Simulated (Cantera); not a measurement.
Input: 1 mol SiH4, 22 mol N2, at 1173.15 K and 1 atm.

Equilibrium computed with Cantera from the NASA thermochemical tables; the gas is ideal and each condensed phase is pure. Candidate condensed phases: Si, Si3N4; 18 gas species. N2 is the only nitrogen source here; it is nearly inert below about 1500 K, so the nitride shown seldom forms there in practice. Equilibrium is a limit: real reactors are often held back by kinetics, nucleation or transport.

Base state: N2 0.914, H2 0.0857 (mole fractions); condensed: Si3N4(s).

Problem. What changes in the equilibrium state with this change: SiH4 replaced by Si2H6?

Solution. 
```
species        before  after
-------------  ------  -----
N2              0.914  0.873
H2             0.0857  0.127
Si3N4(s), mol   0.333  0.667
```
The feed counts by its element totals alone.
